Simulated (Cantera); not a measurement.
Input (Python, Cantera):

```python
import numpy as np
import cantera as ct

surf = ct.Interface("ptcombust.yaml", "Pt_surf")
gas = surf.adjacent["gas"]
gas.TPX = 748, 500000, {'H2': 0.0094, 'O2': 0.18, 'N2': 0.79}
surf.TP = 748, 500000
reactor = ct.FlowReactor(gas, clone=False)
reactor.area = 0.0001  # m2
reactor.surface_area_to_volume_ratio = 3900  # 1/m
reactor.mass_flow_rate = 0.53 * reactor.area * gas.density  # inlet velocity 0.53 m/s
reactor.energy_enabled = False
wall = ct.ReactorSurface(surf, reactor, clone=False)
net = ct.ReactorNet([reactor])
net.rtol, net.atol = 1e-8, 1e-16
show, cover = ['H2', 'O2', 'H2O'], ['PT(S)', 'H(S)', 'O(S)', 'OH(S)', 'CO(S)', 'C(S)']

rows = []
print(f"{'z/m':>9s}{'u/(m/s)':>9s}" + "".join(f"{s:>13s}" for s in show + cover))
for z in [6.6e-05, 0.00012, 0.00021, 0.00037, 0.00066, 0.0012, 0.0021, 0.0037, 0.0066]:
    net.advance(z)
    rows.append([reactor.speed, *gas[show].X, *surf[cover].coverages])
    print(f"{z:9.4g}{rows[-1][0]:9.3g}" + "".join(f"{x:13.4e}" for x in rows[-1][1:]))
```

Output:

```
      z/m  u/(m/s)           H2           O2          H2O        PT(S)         H(S)         O(S)        OH(S)        CO(S)         C(S)
  6.6e-05    0.528   3.7186e-03   1.8138e-01   5.9075e-03   3.8798e-02   2.6757e-08   9.5586e-01   5.3343e-03  -9.5936e-26  -1.1252e-28
  0.00012    0.528   2.4517e-03   1.8086e-01   7.1805e-03   2.6340e-02   1.2946e-08   9.6901e-01   4.6386e-03   3.4989e-25   1.5180e-28
  0.00021    0.528   1.5356e-03   1.8048e-01   8.1010e-03   1.7687e-02   6.0888e-09   9.7837e-01   3.9425e-03   8.6592e-27   2.6820e-30
  0.00037    0.528   8.7774e-04   1.8021e-01   8.7620e-03   1.2008e-02   2.8347e-09   9.8466e-01   3.3305e-03  -1.0043e-25   3.3730e-29
  0.00066    0.528   4.3190e-04   1.8003e-01   9.2100e-03   8.7093e-03   1.4140e-09   9.8841e-01   2.8827e-03  -7.5234e-23  -8.9873e-26
   0.0012    0.527   1.5726e-04   1.7991e-01   9.4860e-03   7.0190e-03   8.2462e-10   9.9037e-01   2.6128e-03  -3.6598e-25  -4.8430e-28
   0.0021    0.527   3.6831e-05   1.7987e-01   9.6070e-03   6.3738e-03   6.2515e-10   9.9112e-01   2.5001e-03   4.1363e-28   6.8689e-32
   0.0037    0.527   3.2026e-06   1.7985e-01   9.6408e-03   6.2043e-03   5.7515e-10   9.9132e-01   2.4695e-03   2.9038e-28  -7.4206e-34
   0.0066    0.527   4.0075e-08   1.7985e-01   9.6440e-03   6.1886e-03   5.7057e-10   9.9134e-01   2.4666e-03   2.3020e-28   7.3813e-33
```

Cantera simulation using Deutschmann's 1995 Pt surface mechanism with GRI-Mech 3.0 gas chemistry; the numbers are that mechanism's predictions, not measurements. Catalytic surfaces can have several steady states; this one follows from the mechanism file's or the stated starting coverage. Mass transfer to the wall is taken as infinitely fast.
